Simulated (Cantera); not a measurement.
Cantera run, input and output.

```python
import numpy as np
import cantera as ct

gas = ct.Solution("gri30.yaml")
gas.TPX = 1025, 540000, {'CH4': 1, 'O2': 1, 'N2': 3.76}
reactor = ct.IdealGasConstPressureReactor(gas, energy="on", clone=False)
net = ct.ReactorNet([reactor])
net.rtol, net.atol = 1e-08, 1e-16
show = ['CH4', 'O2', 'C2H', 'H', 'H2O']
times = np.geomspace(4e-06, 0.2, 11)

steps = ct.SolutionArray(gas, extra=["t"])
rows = []
print(f"{'t/s':>10s}{'T/K':>9s}{'P/Pa':>11s}" + "".join(f"{s:>11s}" for s in show))
for t in times:
    while net.time < t:
        t_next = net.step()
        steps.append(gas.state, t=t_next)
    rows.append([np.interp(t, steps.t, y) for y in (steps.T, steps.P, *steps(*show).X.T)])
    print(f"{t:10.3e}{rows[-1][0]:9.1f}{rows[-1][1]:11.4g}" + "".join(f"{x:11.3e}" for x in rows[-1][2:]))
rate = np.gradient(steps.T, steps.t)
print("integrator steps:", len(steps.t))
if steps.T.max() > steps.T[0] + 200:
    print(f"time of steepest temperature rise: {steps.t[rate.argmax()]:.4e} s")
gas.TPX = 1025, 540000, {'CH4': 1, 'O2': 1, 'N2': 3.76}
gas.equilibrate("HP")
print(f"equilibrium (HP): T = {gas.T:.1f} K  " + "  ".join(f"{s} {gas[s].X[0]:.3e}" for s in show))
```

Result:

```
       t/s      T/K       P/Pa        CH4         O2        C2H          H        H2O
 4.000e-06   1025.0    5.4e+05  1.736e-01  1.736e-01  5.677e-44  1.612e-14  1.611e-12
 1.180e-05   1025.0    5.4e+05  1.736e-01  1.736e-01  1.764e-41  3.356e-14  1.426e-11
 3.482e-05   1025.0    5.4e+05  1.736e-01  1.736e-01  6.354e-39  8.942e-14  1.278e-10
 1.027e-04   1025.0    5.4e+05  1.736e-01  1.736e-01  2.649e-36  2.929e-13  1.179e-09
 3.031e-04   1025.0    5.4e+05  1.736e-01  1.736e-01  1.962e-33  1.244e-12  1.202e-08
 8.944e-04   1025.0    5.4e+05  1.736e-01  1.736e-01  3.022e-30  7.064e-12  1.451e-07
 2.639e-03   1025.0    5.4e+05  1.736e-01  1.736e-01  3.930e-27  2.821e-11  1.698e-06
 7.786e-03   1025.1    5.4e+05  1.736e-01  1.736e-01  2.927e-25  4.141e-11  9.798e-06
 2.297e-02   1025.3    5.4e+05  1.736e-01  1.736e-01  1.034e-23  7.885e-11  4.249e-05
 6.778e-02   1026.6    5.4e+05  1.733e-01  1.734e-01  1.601e-21  3.713e-10  2.636e-04
 2.000e-01   2131.7    5.4e+05  2.649e-09  5.962e-08  1.230e-16  6.701e-04  1.283e-01
integrator steps: 2683
time of steepest temperature rise: 1.6051e-01 s
equilibrium (HP): T = 2131.8 K  CH4 2.942e-09  O2 5.970e-08  C2H 1.360e-16  H 6.705e-04  H2O 1.283e-01
```

Cantera simulation using GRI-Mech 3.0 (53 species, 325 reactions); the numbers are that mechanism's predictions, not measurements.
